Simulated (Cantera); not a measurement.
A closed system holds: 1 mol SiH4, 200 mol N2, held at 1698 K and 92000 Pa.

Equilibrium computed with Cantera from the NASA thermochemical tables; the gas is ideal and each condensed phase is pure. Candidate condensed phases: Si, Si3N4; 18 gas species. Kinetics and transport are ignored.

Base state: N2 0.990, H2 0.00993, H 1.50e-5 (mole fractions); condensed: Si3N4(s).

Question: What changes in the equilibrium state with this change: SiH4 replaced by SiH2Cl2?

Answer: 
| species | before | after |
|---|---|---|
| N2 | 0.990 | 0.990 |
| HCl | 0 | 0.00660 |
| H2 | 0.00993 | 0.00166 |
| SiCl2 | 0 | 0.00132 |
| SiCl3 | 0 | 0.000166 |
| SiCl4 | 0 | 4.16e-5 |
| Cl | 0 | 1.90e-5 |
| H | 1.50e-5 | 6.14e-6 |
| Si3N4(s), mol | 0.333 | 0.231 |
The tables' values for SiCl3 are old estimates; treat these amounts as uncertain. Further candidate phases: NH4Cl.
